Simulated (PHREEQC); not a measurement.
Hard or scaling water: speciation

Consider water at 20 °C with 0.0004 mol/kgw Ca(HCO3)2, 6.1e-05 mol/kgw NaBr and 7.1e-05 mol/kgw NaCl. Closed to the air; pH follows from the charge balance.

Equilibrium calculation in PHREEQC: ion-association model, phreeqc.dat.

Precipitation was switched off in this run.

### Question
Predict the pH, ionic strength.

### Answer
pH 8.24; ionic strength 0.00132 mol/kgw.

### Question
In which forms is C present?

### Answer
HCO3- 97 %, CO2 1.3 %, CO3-2 0.8 % of the C.

Species that the database lacks are ignored.
